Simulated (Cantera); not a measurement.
Charge: 1 mol Pb, 0.24 mol O2, 0.2 mol H2, held at 0.133 bar.

Method: chemical equilibrium by Gibbs-energy minimisation in Cantera with the NASA 1993 tables (ideal gas, pure condensed phases). Candidate condensed phases: H2O, Pb, PbO, PbO2, Pb3O4; 12 gas species. The numbers say what is thermodynamically allowed, not how fast it happens. All values below are at 598 K.

Base state: H2O 1.000, H2 1.80e-5 (mole fractions); condensed: Pb(s) + PbO(red).

Task: What changes in the equilibrium state with this change: Pb replaced by Hg?

Result: 
```
species         before    after
-------------  -------  -------
Hg                   0    0.781
H2O              1.000    0.214
O2               <1e-9  0.00468
H2             1.80e-5    <1e-9
Pb(s), mol       0.720        0
PbO(red), mol    0.280        0
HgO(s), mol          0    0.271
```
Further candidate phases: Hg, HgO.
